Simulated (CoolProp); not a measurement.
The fluid at 254.17 K and 0.0373 MPa is throttled through a valve to 0.00133 MPa with no heat exchange. The same conditions are run with several fluids, on thermodynamics alone (safety and materials aside).

Computed with CoolProp (reference Helmholtz-energy equation of state of each fluid (isobutene: Lemmon 2005; sulfur hexafluoride: Guder 2009; dimethyl ether: Wu 2011; R404A: Lemmon 2003; fluoroethane (R161): Wu 2012)). Blends and air are pseudo-pure fits.

Q: Rank isobutene, sulfur hexafluoride, dimethyl ether, R404A, fluoroethane (R161) by temperature change (K), highest first.

A: sulfur hexafluoride (-0.5), R404A (-1.1), fluoroethane (R161) (-1.2), dimethyl ether (-1.6), isobutene (-1.8)

```
fluid                final density (kg/m³)
-------------------  ---------------------
isobutene                           0.0356
sulfur hexafluoride                 0.0921
dimethyl ether                      0.0292
R404A                               0.0617
fluoroethane (R161)                 0.0304
```
